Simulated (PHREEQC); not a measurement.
A solution holds 0.0038 mol CuSO4, 0.22 mol H2SO4, 0.00037 mol KCl and 0.0066 mol Na2SO4 per kg of water, at 20 °C. Closed to the air; pH follows from the charge balance.

Computed with PHREEQC (ion-association model, wateq4f.dat).

Precipitation was switched off in this run.

### Question
What pH, ionic strength, activity of water does the model give?

### Answer
pH 0.72; ionic strength 0.297 mol/kgw; activity of water 0.992.

### Question
In which forms is K present?

### Answer
K+ 95 %, KSO4- 4.8 % of the K.
